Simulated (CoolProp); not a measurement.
Saturated liquid density (kg/m³) of tetrahydrofuran: the reference equation beside estimates from Tc = 267.0 °C, pc = 53.04 bar, ω = 0.234. Rackett uses Z = 0.29056 − 0.08775 ω.

The numbers come from the reference Helmholtz-energy equation of state, Fiedler 2023 in CoolProp.

```tsv
T (°C)	reference	Rackett	Soave-Redlich-Kwong
126.75	760.6	768.5	700.1
134.65	750.0	757.3	688.2
142.55	739.1	745.9	675.8
150.55	727.8	733.9	662.6
158.45	716.2	721.7	649.0
166.35	704.3	709.0	634.8
174.25	691.9	695.9	619.8
182.15	678.9	682.2	604.0
190.05	665.4	667.9	587.2
197.95	651.1	652.8	569.5
```

Absolute difference from the reference over all 10 rows, mean and median: Rackett 0.7 and 0.7 %, Soave-Redlich-Kwong 9.9 and 9.6 %.
